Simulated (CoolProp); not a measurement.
Dry air along the isobar 4390 kPa: fugacity coefficient from the reference equation and from simpler models built on Tc = 132.5 K, pc = 3786 kPa, ω = 0.034; each cubic takes its own stable root.

Model: reference Helmholtz-energy equation of state, Lemmon 2000, in CoolProp. It is a pseudo-pure fit of the blend.

```tsv
T (K)	phase	reference	van der Waals	Redlich-Kwong	Soave-Redlich-Kwong	Peng-Robinson
78.7	liquid	0.02370	0.08665	0.01900	___	0.02302
100.2	liquid	0.1481	0.2587	0.1455	0.1487	0.1444
121.8	liquid	___	0.5024	0.4310	0.4296	0.4134
143.3	supercritical	0.7046	0.7162	0.7027	0.7044	0.6786
164.9	supercritical	0.8134	0.8066	0.8086	0.8135	0.7873
186.5	supercritical	0.8765	0.8616	0.8709	0.8785	0.8537
208	supercritical	0.9169	0.8985	0.9109	0.9205	0.8976
229.6	supercritical	0.9442	0.9246	0.9380	0.9489	0.9280
251.1	supercritical	___	0.9434	___	0.9686	0.9495
272.7	supercritical	0.9768	0.9576	0.9705	0.9826	0.9652
294.2	supercritical	0.9867	0.9683	0.9803	0.9926	0.9768
315.8	supercritical	0.9941	0.9766	0.9877	0.9999	0.9855
337.3	supercritical	0.9996	0.9831	0.9932	1.005	0.9920
358.9	supercritical	1.004	0.9883	0.9975	1.009	0.9971
380.4	supercritical	1.007	0.9924	1.001	1.012	1.001
```

**Question.** Fill in the missing entries.

**Answer.** 
- 78.7, Soave-Redlich-Kwong: 0.02292
- 121.8, reference: 0.4234
- 251.1, reference: 0.9632
- 251.1, Redlich-Kwong: 0.9569
